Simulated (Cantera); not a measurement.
Input: 1 mol Pb, 7.2 mol CO2, 29 mol N2, held at 750 °C and 1 atm.

Equilibrium computed with Cantera from the NASA thermochemical tables; the gas is ideal and each condensed phase is pure. Candidate condensed phases: C, Pb, PbO, PbO2, Pb3O4; 27 gas species. Mutual solubility and eutectic melting of coexisting phases are not modelled. The numbers say what is thermodynamically allowed, not how fast it happens.

Base state: N2 0.801, CO2 0.199, Pb 2.63e-5, CO 2.43e-5 (mole fractions); condensed: Pb(l) + PbO(yellow).

Problem. What changes in the equilibrium state with this change: pressure from 1 atm to 0.825 Torr?

Solution. 
```
species             before     after
----------------  --------  --------
N2                   0.801     0.782
CO2                  0.199     0.194
Pb                 2.63e-5    0.0242
PbO                6.35e-7  0.000118
CO                 2.43e-5  0.000118
Pb(l), mol           0.998    0.0962
PbO(yellow), mol  0.000857         0
```
